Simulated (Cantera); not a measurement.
An adiabatic, constant-pressure homogeneous reactor starts with H2 : O2 : N2 = 1 : 0.238 : 0.895 (molar parts), at 1225 K and 9.87 atm.

Model: GRI-Mech 3.0 (53 species, 325 reactions), integrated in Cantera. The hydrogen kinetics of GRI-Mech 3.0 are dated; newer H2 mechanisms differ, most at raised pressure.

One state of this run: T (K) = 2739; x H2 = 0.271; x O2 = 2.46e-5; x NO2 = 1.65e-9; x HO2 = 7.91e-8; x N2O = 3.02e-8; x NO = 6.81e-5. x: mole fraction; the columns are a selection and need not sum to one.

### Question
Which value of t (s) does it belong to?
A) 0.0212
B) 7.52e-6
C) 0.000106
D) 2.83e-5

### Answer
C, 0.000106
